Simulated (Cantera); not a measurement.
## Diamond growth

A diamond (100) surface in a fixed gas of H2 with x(CH4) = 0.015, x(H) = 0.01, x(CH3) = 0.00052, 0.227 atm; coverages are run to steady state.

Detailed kinetics in Cantera: the Harris–Goodwin 1993 mechanism for the reconstructed diamond (100) surface.

```
T (K)  growth (µm/h)  θ c6HH  θ c6H*  θ c6*H   θ c6**   θ c6HM
-----  -------------  ------  ------  ------  -------  -------
925             41.3   0.636  0.0121   0.299  0.00518   0.0373
975             54.0   0.595  0.0159   0.341  0.00777   0.0301
1025            67.8   0.555  0.0203   0.379   0.0111   0.0245
1075            81.9   0.517  0.0251   0.413   0.0153   0.0199
1125            94.3   0.481  0.0302   0.444   0.0203   0.0159
1175             101   0.448  0.0355   0.470   0.0262   0.0121
1225            96.9   0.418  0.0410   0.493   0.0330  0.00835
1275            82.3   0.391  0.0465   0.513   0.0405  0.00502
1325            64.7   0.366  0.0520   0.528   0.0486  0.00263
1375            51.8   0.343  0.0573   0.539   0.0572  0.00125
```
θ: site fractions in the mechanism's names (c6HH fully hydrogenated, c6H* and c6*H radical sites, c6** diradical, c6HM methylated).
